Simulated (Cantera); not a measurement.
An isothermal, constant-pressure homogeneous reactor starts with 2.43 % CH4, 97.4 % H2, 0.185 % N2, at 2500 K and 1330 Pa.

Detailed kinetics in Cantera: GRI-Mech 3.0 (53 species, 325 reactions). GRI-Mech 3.0 stops at C3 and has no aromatics, soot or wall deposition, so with more carbon than oxygen in the feed, carbon stays in small species such as C2H2 where larger ones or solid carbon would form. Radical loss at walls, strong at low pressure, is not modelled.

One state of this run: x CH4 = 2.47e-5; x H2 = 0.916; x C2H = 6.26e-5; x CH2 = 4.25e-6; x CH3 = 3.41e-5; x C2H2 = 0.0114. x: mole fraction; the columns are a selection and need not sum to one.

### Question
Which value of t (s) does it belong to?
(A) 0.000607
(B) 0.0621
(C) 0.00614
(D) 2.00

### Answer
B, 0.0621
